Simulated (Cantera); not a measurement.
An isothermal, constant-pressure homogeneous reactor starts with N₂O : O₂ = 1 : 0.11 (molar parts), at 1175 K and 36000 Pa.

Model: GRI-Mech 3.0 (53 species, 325 reactions), integrated in Cantera. GRI-Mech 3.0 was tuned for natural gas; its chemistry of N2O as a main component is partial and can be far from experiment. The mechanism lacks the step 2 NO + O2 → 2 NO2, which can matter for NO2 below about 1400 K. The temperature is held fixed by assumption; the heat of reaction is taken as removed at once.

x: mole fraction; the columns are a selection and need not sum to one.

```json
[
 {"t (s)": "1.00e-5", "x N₂O": "0.901", "x O₂": "0.0991", "x NO₂": "<1e-12", "x NO": "2.45e-8", "x N₂": "7.20e-7", "x O": "4.74e-7"},
 {"t (s)": "4.20e-5", "x N₂O": "0.901", "x O₂": "0.0991", "x NO₂": "<1e-12", "x NO": "2.81e-7", "x N₂": "3.87e-6", "x O": "1.06e-6"},
 {"t (s)": "0.000176", "x N₂O": "0.901", "x O₂": "0.0991", "x NO₂": "1.15e-11", "x NO": "1.79e-6", "x N₂": "1.92e-5", "x O": "1.20e-6"},
 {"t (s)": "0.000740", "x N₂O": "0.901", "x O₂": "0.0991", "x NO₂": "2.44e-10", "x NO": "8.26e-6", "x N₂": "8.40e-5", "x O": "1.20e-6"},
 {"t (s)": "0.00311", "x N₂O": "0.900", "x O₂": "0.0992", "x NO₂": "___", "x NO": "3.54e-5", "x N₂": "0.000356", "x O": "1.20e-6"},
 {"t (s)": "0.0130", "x N₂O": "0.899", "x O₂": "0.0997", "x NO₂": "___", "x NO": "0.000149", "x N₂": "0.00150", "x O": "1.20e-6"},
 {"t (s)": "0.0548", "x N₂O": "0.891", "x O₂": "0.102", "x NO₂": "___", "x NO": "0.000622", "x N₂": "0.00625", "x O": "1.20e-6"},
 {"t (s)": "0.230", "x N₂O": "0.862", "x O₂": "0.110", "x NO₂": "___", "x NO": "0.00255", "x N₂": "0.0256", "x O": "1.20e-6"},
 {"t (s)": "0.965", "x N₂O": "0.752", "x O₂": "0.141", "x NO₂": "___", "x NO": "0.00968", "x N₂": "0.0981", "x O": "1.17e-6"},
 {"t (s)": "4.05", "x N₂O": "0.450", "x O₂": "0.225", "x NO₂": "___", "x NO": "0.0285", "x N₂": "0.297", "x O": "1.04e-6"},
 {"t (s)": "17.0", "x N₂O": "0.0918", "x O₂": "0.327", "x NO₂": "___", "x NO": "0.0471", "x N₂": "0.534", "x O": "5.39e-7"},
 {"t (s)": "71.5", "x N₂O": "0.00143", "x O₂": "0.354", "x NO₂": "___", "x NO": "0.0481", "x N₂": "0.596", "x O": "2.60e-8"},
 {"t (s)": "300", "x N₂O": "5.36e-7", "x O₂": "0.354", "x NO₂": "___", "x NO": "0.0478", "x N₂": "0.597", "x O": "1.46e-8"}
]
```

**Question.** What belongs in the gaps?

**Answer.** 
- 0.00311, x NO₂: 4.43e-9
- 0.0130, x NO₂: 7.37e-8
- 0.0548, x NO₂: 1.02e-6
- 0.230, x NO₂: 8.48e-6
- 0.965, x NO₂: 3.94e-5
- 4.05, x NO₂: 0.000123
- 17.0, x NO₂: 0.000215
- 71.5, x NO₂: 0.000503
- 300, x NO₂: 0.000710
